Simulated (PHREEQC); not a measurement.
A solution holds 0.097 mol NaHCO3, 0.00077 mol NaF and 0.011 mol KCl per kg of water, at 70 °C. Closed to the air; pH follows from the charge balance.

Equilibrium calculation in PHREEQC: ion-association model, phreeqc.dat.

| quantity | before | after |
|---|---|---|
| pH | 7.62 | 7.75 |
| SI of Halite (NaCl) | -4.84 | -5.38 |
| SI of Sylvite (KCl) | -5.27 | -5.81 |

Problem. Name the change that produced these shifts.
A. NaF left out
B. temperature from 70 to 80 °C
C. NaHCO3 left out
D. diluted 2-fold with water

Solution. D, diluted 2-fold with water

No solid was allowed to form. At this temperature some constants are extrapolated from 25 °C, and those without enthalpy data are left unchanged.
